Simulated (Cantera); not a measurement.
A Cantera script and its output.

```python
import numpy as np
import cantera as ct

gas = ct.Solution("gri30.yaml", transport_model="multicomponent")
show = ['OH', 'N2', 'O']

rows = []
print(f"{'T/K':>7s}{'rho':>11s}{'cp':>10s}{'mu':>11s}{'lambda':>11s}{'Pr':>7s}" + "".join(f"{'D_' + s:>11s}" for s in show))
for T in [400, 650, 900, 1150, 1400, 1650, 1900]:
    gas.TPX = T, 16000, {'NH3': 0.61, 'C2H4': 0.33, 'C2H2': 0.9}
    Pr = gas.cp_mass * gas.viscosity / gas.thermal_conductivity
    D = [gas.mix_diff_coeffs_mole[gas.species_index(s)] for s in show]
    rows.append([gas.density, gas.cp_mass, gas.viscosity, gas.thermal_conductivity, Pr, *D])
    print(f"{T:7g}{gas.density:11.4e}{gas.cp_mass:10.1f}{gas.viscosity:11.4e}"
          f"{gas.thermal_conductivity:11.4e}{Pr:7.3f}" + "".join(f"{d:11.4e}" for d in D))
print("SI units: kg/m3, J/kg/K, Pa s, W/m/K, m2/s")
```

Result:

```
    T/K        rho        cp         mu     lambda     Pr       D_OH       D_N2        D_O
    400 1.1264e-01    2000.7 1.3675e-05 3.7945e-02  0.721 2.9329e-04 1.9378e-04 2.9861e-04
    650 6.9317e-02    2481.2 2.0870e-05 7.1561e-02  0.724 6.8644e-04 4.5740e-04 6.9891e-04
    900 5.0062e-02    2817.3 2.7040e-05 1.0515e-01  0.724 1.1959e-03 7.9984e-04 1.2176e-03
   1150 3.9179e-02    3092.8 3.2502e-05 1.3872e-01  0.725 1.8075e-03 1.2112e-03 1.8404e-03
   1400 3.2183e-02    3302.1 3.7457e-05 1.7076e-01  0.724 2.5123e-03 1.6854e-03 2.5580e-03
   1650 2.7307e-02    3464.3 4.2032e-05 2.0119e-01  0.724 3.3040e-03 2.2179e-03 3.3641e-03
   1900 2.3714e-02    3589.5 4.6313e-05 2.2992e-01  0.723 4.1778e-03 2.8056e-03 4.2538e-03
SI units: kg/m3, J/kg/K, Pa s, W/m/K, m2/s
```

Detailed kinetics in Cantera: GRI-Mech 3.0 (53 species, 325 reactions). Polar gases are described roughly by these parameters. The composition is frozen, though it would react at the higher temperatures.
